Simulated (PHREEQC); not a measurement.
Model water analysis in mmol/kgw, 25 °C, pH 6.59: Na 109; K 0.714; Ca 1.44; Mg 7.33; Cl 107; S(6) 10; Alkalinity (meq/kgw) 8.5e-07.

Valence states are taken as typed.

Equilibrium calculation in PHREEQC: Pitzer model, pitzer.dat.

This is a speciation only: nothing precipitates in the calculation.

Question: Predict the specific conductance.

Answer: specific conductance 12700 µS/cm.

Question: In which forms is C present?

Answer: HCO3- 69 %, CO2 31 % of the C.

Species that the database lacks are ignored.
